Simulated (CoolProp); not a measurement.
Saturation properties of propane.

Computed with CoolProp (reference Helmholtz-energy equation of state, Lemmon 2009).

```tsv
T (K)	p (kPa)	enthalpy of vaporisation (kJ/kg)	liquid cp (kJ/(kg K))	liquid viscosity (µPa s)
260.3	313.9	391.9	[?]	143
264.5	361.0	386.6	2.432	137
268.7	413.2	381.0	2.461	131
272.8	469.4	375.4	2.491	126
277	532.7	[?]	2.523	121
281.2	[?]	363.2	2.557	116
285.3	676.2	357.0	2.592	111
289.5	758.8	350.3	2.631	106
293.7	848.6	343.4	2.672	[?]
297.8	943.6	336.4	2.715	97.5
302	1049	328.8	2.763	93.3
```

Task: What belongs in the gaps?

Result: 
- 260.3, liquid cp (kJ/(kg K)): 2.405
- 277, enthalpy of vaporisation (kJ/kg): 369.4
- 281.2, p (kPa): 602.2
- 293.7, liquid viscosity (µPa s): 102

It boils at 231.0 K under 1 atm.

Viscosity comes from a separate model (Vogel 1998).
